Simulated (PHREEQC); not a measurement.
Solution (15 °C): 0.19 mol/kgw NaHCO3, 0.087 mol/kgw NaF and 0.0014 mol/kgw KCl. Closed to the air; pH follows from the charge balance.

The numbers come from PHREEQC with the ion-association model, wateq4f.dat.

```csv
quantity,before,after
pH,8.01,8.12
ionic strength (mol/kgw),0.260,0.122
Na+ (mol/kgw),0.257,0.120
NaHCO3 (mol/kgw),0.0126,0.00141
CO2 (mol/kgw),0.00304,0.000543
SI of Nahcolite (NaHCO3),-0.98,-1.95
SI of Natron (Na2CO3:10H2O),-3.09,-4.24
```

Problem. Name the change that produced these shifts.
A. KCl from 0.0014 to 0.0028 mol/kgw
B. temperature from 15 to 75 °C
C. KCl replaced by (CH3)4NCl at the same molality
D. NaF replaced by Na2SeO3 at the same molality
E. NaHCO3 from 0.19 to 0.038 mol/kgw

Solution. E, NaHCO3 from 0.19 to 0.038 mol/kgw

No solid was allowed to form.
